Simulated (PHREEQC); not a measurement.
Acid mine or pickling water: speciation

Model water analysis in mmol/kgw, 85 °C, pH 2.01, pe 8.7: Na 2.44; K 0.000338; Ca 2.69; Mg 2.32; Cl 3.47; S(6) 14.1; Mn(2) 0.00452.

Cl is adjusted to close the charge balance.
Valence states are taken as typed.

The numbers come from PHREEQC with the ion-association model, wateq4f.dat.

Each row changes one thing in this solution. Precipitation was switched off in this run.

| case | ionic strength (mol/kgw) | HSO4- (mol/kgw) | SO4-2 (mol/kgw) | Ca+2 (mol/kgw) | Mg+2 (mol/kgw) | MgSO4 (mol/kgw) | SI of Gypsum (CaSO4:2H2O) | SI of Epsomite (MgSO4:7H2O) |
|---|---|---|---|---|---|---|---|---|
| as made | 0.0273 | 0.00906 | 0.00337 | 0.00203 | 0.00134 | 0.000984 | -0.99 | -4.14 |
| S(6) from 14.1 to 7.05 mmol/kgw | 0.0276 | 0.00441 | 0.00164 | 0.00232 | ? | 0.000611 | -1.25 | -4.35 |
| temperature from 85 to 55 °C at the same typed pH | 0.0290 | 0.00669 | ? | ? | 0.00135 | 0.000971 | -0.91 | -3.74 |
| Mg from 2.32 to 1.16 mmol/kgw | 0.0252 | 0.00942 | 0.00345 | 0.00199 | 0.000650 | 0.000510 | -0.97 | -4.43 |

Problem. Fill in the missing entries.

Solution. 
- S(6) from 14.1 to 7.05 mmol/kgw, Mg+2 (mol/kgw): 0.00171
- temperature from 85 to 55 °C at the same typed pH, SO4-2 (mol/kgw): 0.00559
- temperature from 85 to 55 °C at the same typed pH, Ca+2 (mol/kgw): 0.00188

Complexes and solids missing from the database can't appear. Constants without temperature data keep their 25 °C values here.
